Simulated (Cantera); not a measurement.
Charge: 1 mol AlCl3, 4.3 mol HCl, 1.5 mol H2, equilibrated at 2023.15 K and 28.0 Pa.

Method: chemical equilibrium by Gibbs-energy minimisation in Cantera with the NASA 1993 tables (ideal gas, pure condensed phases). Candidate condensed phases: Al, AlCl3; 12 gas species. The tables' values for AlCl2 are old estimates; treat these amounts as uncertain. The numbers say what is thermodynamically allowed, not how fast it happens.

Base state: HCl 0.582, Cl 0.143, H2 0.118, AlCl 0.104, H 0.0391, AlCl2 0.0113, AlCl3 0.00230, Al 0.000136 (mole fractions); condensed: gas only.

Task: What changes in the equilibrium state with this change: temperature from 2023.15 K to 2200 K?

Result: 
```
species    before     after
-------  --------  --------
HCl         0.582     0.385
Cl          0.143     0.265
H2          0.118     0.126
H          0.0391     0.120
AlCl2      0.0113   0.00370
AlCl        0.104    0.0991
AlCl3     0.00230  0.000186
Al       0.000136  0.000805
```

Task: What changes in the equilibrium state with this change: 1.1 mol NH3 added?

Result: 
```csv
species,before,after
HCl,0.582,0.492
H2,0.118,0.221
Cl,0.143,0.0882
N2,0,0.0513
AlCl2,0.0113,0.00585
H,0.0391,0.0535
AlCl,0.104,0.0865
AlCl3,0.00230,0.000734
Al,0.000136,0.000183
```
Further candidate phases: AlN, NH4Cl.
